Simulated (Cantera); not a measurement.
Input (Python, Cantera):

```python
import numpy as np
import cantera as ct

gas = ct.Solution("gri30.yaml")


def delay(T, t_max=10):
    gas.TPX = T, 250000, {'CH4': 1, 'C2H6': 0.22, 'O2': 3.55, 'N2': 13.4}
    reactor = ct.IdealGasReactor(gas, clone=False)
    net = ct.ReactorNet([reactor])
    net.rtol, net.atol = 1e-8, 1e-16
    while net.time < t_max:
        t_old, T_old = net.time, reactor.T
        net.step()
        if reactor.T > T + 400:  # ignition: a rise of 400 K
            return t_old + (T + 400 - T_old) / (reactor.T - T_old) * (net.time - t_old)
    return np.nan


taus = []
for T in [1048, 1123, 1198, 1273, 1348, 1423, 1498, 1573, 1648]:
    taus.append(delay(T))
    print(f"T0 = {T:6g} K   tau = {taus[-1]:.4e} s")
```

Result:

```
T0 =   1048 K   tau = 2.4580e-02 s
T0 =   1123 K   tau = 5.6482e-03 s
T0 =   1198 K   tau = 1.6194e-03 s
T0 =   1273 K   tau = 5.8831e-04 s
T0 =   1348 K   tau = 2.6045e-04 s
T0 =   1423 K   tau = 1.3168e-04 s
T0 =   1498 K   tau = 7.2291e-05 s
T0 =   1573 K   tau = 4.2025e-05 s
T0 =   1648 K   tau = 2.5670e-05 s
```

Detailed kinetics in Cantera: GRI-Mech 3.0 (53 species, 325 reactions).
